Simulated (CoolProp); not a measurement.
Vapour-liquid equilibrium of carbon monoxide (1) + methane (2) at 3.88 bar; x and y are mole fractions of (1).

Model: multi-fluid Helmholtz-energy mixture model, Lemmon 2006 and Setzmann 1991; pair parameters Kunz 2012, in CoolProp.

```tsv
x	bubble temperature, mixture model (K)	bubble temperature, Raoult's law (K)	y, mixture model	y, Raoult's law
0.05	125.5	125.5	0.300	0.319
0.2	?	114.8	?	0.731
0.35	106.5	108.4	0.875	0.871
0.5	102.4	104.0	0.930	0.934
0.65	99.8	100.8	0.957	0.966
0.8	98.0	98.3	0.976	0.985
0.95	96.2	96.2	?	0.997
```

Problem. Fill in the missing entries.

Solution. 
- 0.2, bubble temperature, mixture model (K): 113.4
- 0.2, y, mixture model: 0.736
- 0.95, y, mixture model: 0.994

The largest gap from Raoult's law is -1.9 K in bubble temperature, at x = 0.35. No azeotrope shows between x = 0.05 and 0.95.

The pair parameters rest on a limited set of measurements; away from them the model extrapolates.
